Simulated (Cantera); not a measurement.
A closed system holds: 1 mol C2H6, 1.1 mol H2, 0.79 mol N2, held at 10.0 Torr.

Method: chemical equilibrium by Gibbs-energy minimisation in Cantera with the NASA 1993 tables (ideal gas, pure condensed phases). Candidate condensed phases: C, C6H6, C7H8, C8H18; 92 gas species. Rates play no part.

x: gas mole fraction; n: condensed amount in mol.

```json
[
 {"T (°C)": "625", "x H2": "0.835", "x H": "8.66e-10", "x N2": "0.162", "x HCN": "3.09e-7", "x C2H2 (acetylene)": "4.39e-11", "x HNC": "1.99e-10", "n C(graphite)": "1.99"},
 {"T (°C)": "775", "x H2": "0.838", "x H": "6.12e-8", "x N2": "0.162", "x HCN": "3.98e-6", "x C2H2 (acetylene)": "3.30e-9", "x HNC": "8.21e-9", "n C(graphite)": "2.00"},
 {"T (°C)": "925", "x H2": "0.838", "x H": "[?]", "x N2": "0.162", "x HCN": "[?]", "x C2H2 (acetylene)": "[?]", "x HNC": "[?]", "n C(graphite)": "2.00"},
 {"T (°C)": "1075", "x H2": "0.838", "x H": "1.83e-5", "x N2": "0.162", "x HCN": "0.000118", "x C2H2 (acetylene)": "1.01e-6", "x HNC": "1.15e-6", "n C(graphite)": "2.00"},
 {"T (°C)": "1225", "x H2": "0.838", "x H": "0.000136", "x N2": "0.161", "x HCN": "0.000383", "x C2H2 (acetylene)": "7.39e-6", "x HNC": "6.43e-6", "n C(graphite)": "2.00"},
 {"T (°C)": "1375", "x H2": "0.837", "x H": "0.000706", "x N2": "0.161", "x HCN": "0.00100", "x C2H2 (acetylene)": "3.74e-5", "x HNC": "2.62e-5", "n C(graphite)": "1.99"},
 {"T (°C)": "1525", "x H2": "0.835", "x H": "0.00279", "x N2": "0.160", "x HCN": "0.00222", "x C2H2 (acetylene)": "0.000144", "x HNC": "8.40e-5", "n C(graphite)": "1.99"},
 {"T (°C)": "1675", "x H2": "0.828", "x H": "0.00890", "x N2": "0.159", "x HCN": "0.00433", "x C2H2 (acetylene)": "0.000446", "x HNC": "0.000223", "n C(graphite)": "1.97"},
 {"T (°C)": "1825", "x H2": "0.811", "x H": "0.0240", "x N2": "0.156", "x HCN": "0.00756", "x C2H2 (acetylene)": "0.00116", "x HNC": "0.000509", "n C(graphite)": "1.95"},
 {"T (°C)": "1975", "x H2": "0.778", "x H": "0.0561", "x N2": "0.150", "x HCN": "0.0120", "x C2H2 (acetylene)": "0.00258", "x HNC": "0.00102", "n C(graphite)": "1.91"},
 {"T (°C)": "2125", "x H2": "0.718", "x H": "0.116", "x N2": "0.143", "x HCN": "0.0174", "x C2H2 (acetylene)": "0.00496", "x HNC": "0.00180", "n C(graphite)": "1.85"},
 {"T (°C)": "2275", "x H2": "[?]", "x H": "[?]", "x N2": "[?]", "x HCN": "[?]", "x C2H2 (acetylene)": "[?]", "x HNC": "[?]", "n C(graphite)": "1.76"},
 {"T (°C)": "2425", "x H2": "0.494", "x H": "0.343", "x N2": "0.117", "x HCN": "0.0270", "x C2H2 (acetylene)": "0.0116", "x HNC": "0.00390", "n C(graphite)": "1.65"}
]
```

**Question.** What belongs in the gaps?

**Answer.** 
- 2275, x H2: 0.623
- 2275, x H: 0.211
- 2275, x N2: 0.131
- 2275, x HCN: 0.0228
- 2275, x C2H2 (acetylene): 0.00821
- 2275, x HNC: 0.00282
- 925, x H: 1.51e-6
- 925, x HCN: 2.68e-5
- 925, x C2H2 (acetylene): 8.29e-8
- 925, x HNC: 1.33e-7
